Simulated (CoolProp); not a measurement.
Vapour-liquid equilibrium of R134a (1) + R227EA (2) at -80.65 °C; x and y are mole fractions of (1).

Computed with CoolProp (multi-fluid Helmholtz-energy mixture model, Tillner-Roth 1994 and Lemmon 2016; pair parameters Bell 2016).

| x | bubble pressure (kPa) | y at the bubble point | dew pressure at overall composition x (kPa) | liquid density (mol/L) |
|---|---|---|---|---|
| 0.05 | 2.079 | 0.108 | 2.009 | 10.45 |
| 0.125 | 2.257 | 0.240 | 2.101 | 10.71 |
| 0.2 | 2.419 | 0.348 | 2.200 | 10.99 |
| 0.275 | 2.567 | 0.438 | 2.307 | 11.28 |
| 0.35 | 2.702 | 0.515 | 2.422 | 11.58 |
| 0.425 | 2.826 | 0.583 | 2.545 | 11.90 |
| 0.5 | 2.939 | 0.644 | 2.675 | 12.24 |
| 0.575 | 3.042 | 0.700 | 2.811 | 12.59 |
| 0.65 | 3.137 | 0.753 | 2.950 | 12.96 |
| 0.725 | 3.224 | 0.804 | 3.087 | 13.36 |
| 0.8 | 3.303 | 0.855 | 3.216 | 13.77 |
| 0.875 | 3.376 | 0.907 | 3.332 | 14.21 |
| 0.95 | 3.441 | 0.962 | 3.428 | 14.68 |

No azeotrope shows between x = 0.05 and 0.95.

The pair parameters rest on a limited set of measurements; away from them the model extrapolates.
